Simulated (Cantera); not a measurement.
Feed: 1 mol HBr, 0.77 mol H₂O, 3.4 mol N₂, at 2498.15 K and 750 Torr.

Method: chemical equilibrium by Gibbs-energy minimisation in Cantera with the NASA 1993 tables (ideal gas, pure condensed phases). Candidate condensed phases: Br₂, H₂O; 27 gas species. Rates play no part.

Base state: N₂ 0.622, H₂O 0.136, Br 0.0981, HBr 0.0845, H₂ 0.0495, H 0.00555, OH 0.00316, NO 0.000721 (mole fractions); condensed: gas only.

What changes in the equilibrium state with this change: HBr replaced by SO₂?


```json
[
 {"species": "N₂", "before": "0.622", "after": "0.646"},
 {"species": "SO₂", "before": "0", "after": "0.179"},
 {"species": "H₂O", "before": "0.136", "after": "0.133"},
 {"species": "Br", "before": "0.0981", "after": "0"},
 {"species": "HBr", "before": "0.0845", "after": "0"},
 {"species": "SO", "before": "0", "after": "0.0117"},
 {"species": "H₂", "before": "0.0495", "after": "0.00927"},
 {"species": "S", "before": "0", "after": "0.000192"},
 {"species": "Br₂", "before": "0.000169", "after": "0"},
 {"species": "SH", "before": "0", "after": "7.35e-5"}
]
```
Further candidate phases: H₂SO₄, S.

What changes in the equilibrium state with this change: temperature from 2498.15 K to 2823.15 K?


```json
[
 {"species": "N₂", "before": "0.622", "after": "0.600"},
 {"species": "Br", "before": "0.0981", "after": "0.125"},
 {"species": "H₂O", "before": "0.136", "after": "0.116"},
 {"species": "HBr", "before": "0.0845", "after": "0.0517"},
 {"species": "H", "before": "0.00555", "after": "0.0228"},
 {"species": "OH", "before": "0.00316", "after": "0.0115"},
 {"species": "H₂", "before": "0.0495", "after": "0.0659"},
 {"species": "O", "before": "0.000233", "after": "0.00248"},
 {"species": "O₂", "before": "0.000263", "after": "0.00175"},
 {"species": "NO", "before": "0.000721", "after": "0.00302"}
]
```

What changes in the equilibrium state with this change: temperature from 2498.15 K to 1698.15 K?


| species | before | after |
|---|---|---|
| N₂ | 0.622 | 0.653 |
| HBr | 0.0845 | 0.176 |
| H₂O | 0.136 | 0.148 |
| Br | 0.0981 | 0.0149 |
| H₂ | 0.0495 | 0.00785 |
| O | 0.000233 | 1.63e-8 |
| O₂ | 0.000263 | 1.38e-7 |
| H | 0.00555 | 1.28e-5 |
| NO | 0.000721 | 2.12e-6 |
